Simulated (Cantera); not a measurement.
# Thermodynamics of silicon epitaxy and polysilicon growth, feed SiH2Cl2 + N2

Charge: 1 mol SiH2Cl2, a varied amount of N2, equilibrated at 1402 °C and 1.00 bar.

Equilibrium computed with Cantera from the NASA thermochemical tables; the gas is ideal and each condensed phase is pure. Candidate condensed phases: NH4Cl, Si, Si3N4; 28 gas species. The tables' values for SiCl3 are old estimates; treat these amounts as uncertain. The numbers say what is thermodynamically allowed, not how fast it happens.

| n(N2) (mol) | x N2 | x HCl | x H2 | x SiCl2 | x SiCl3 | n Si3N4(s) |
|---|---|---|---|---|---|---|
| 21 | 0.915 | 0.0558 | 0.0166 | 0.00733 | 0.00290 | 0.238 |
| 26 | 0.930 | 0.0463 | 0.0132 | 0.00623 | 0.00229 | 0.239 |
| 33 | 0.944 | 0.0374 | 0.0103 | 0.00518 | 0.00174 | 0.239 |
| 41 | 0.954 | 0.0307 | 0.00818 | 0.00436 | 0.00135 | 0.240 |
| 52 | 0.964 | 0.0247 | 0.00636 | 0.00360 | 0.00102 | 0.240 |
| 65 | 0.971 | 0.0200 | 0.00502 | 0.00300 | 0.000774 | 0.240 |
| 82 | 0.977 | 0.0161 | 0.00392 | 0.00247 | 0.000579 | 0.240 |
| 100 | 0.981 | 0.0133 | 0.00318 | 0.00208 | 0.000450 | 0.241 |
x: gas mole fraction; n: condensed amount in mol.

From 21 mol N2 to 100 mol N2 the condensed part is Si3N4(s). The main Si-bearing gas is SiCl2 throughout.
